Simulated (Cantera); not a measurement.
# Abatement and gas-phase synthesis: SF6 + N2

A closed system holds: 1 mol SF6, 14 mol N2, equilibrated at 101000 Pa.

Cantera equilibrium calculation (NASA polynomials, part measured and part estimated; ideal gas, pure solids and liquids). Candidate condensed phases: S; 19 gas species. The tables' values for SF3, S2F2 (SSF2), SF5, FS2F (FSSF) are old estimates; treat these amounts as uncertain. Equilibrium is a limit: real reactors are often held back by kinetics, nucleation or transport.

From 1925 K to 2375 K nothing is condensed.

```json
[
 {"T (K)": "1925", "x N2": "0.806", "x F": "0.137", "x SF2": "0.00671", "x SF4": "0.0419", "x SF3": "0.00876"},
 {"T (K)": "1975", "x N2": "0.795", "x F": "0.148", "x SF2": "0.0121", "x SF4": "0.0335", "x SF3": "0.0110"},
 {"T (K)": "2025", "x N2": "0.782", "x F": "0.162", "x SF2": "0.0189", "x SF4": "0.0245", "x SF3": "0.0123"},
 {"T (K)": "2075", "x N2": "0.770", "x F": "0.175", "x SF2": "0.0261", "x SF4": "0.0164", "x SF3": "0.0122"},
 {"T (K)": "2125", "x N2": "0.759", "x F": "0.186", "x SF2": "0.0327", "x SF4": "0.00996", "x SF3": "0.0111"},
 {"T (K)": "2175", "x N2": "0.751", "x F": "0.195", "x SF2": "0.0377", "x SF4": "0.00564", "x SF3": "0.00931"},
 {"T (K)": "2225", "x N2": "0.746", "x F": "0.201", "x SF2": "0.0411", "x SF4": "0.00304", "x SF3": "0.00739"},
 {"T (K)": "2275", "x N2": "0.741", "x F": "0.206", "x SF2": "0.0429", "x SF4": "0.00160", "x SF3": "0.00565"},
 {"T (K)": "2325", "x N2": "0.738", "x F": "0.210", "x SF2": "0.0432", "x SF4": "0.000828", "x SF3": "0.00421"},
 {"T (K)": "2375", "x N2": "0.735", "x F": "0.214", "x SF2": "0.0421", "x SF4": "0.000428", "x SF3": "0.00308"}
]
```
x: gas mole fraction; nothing condenses.
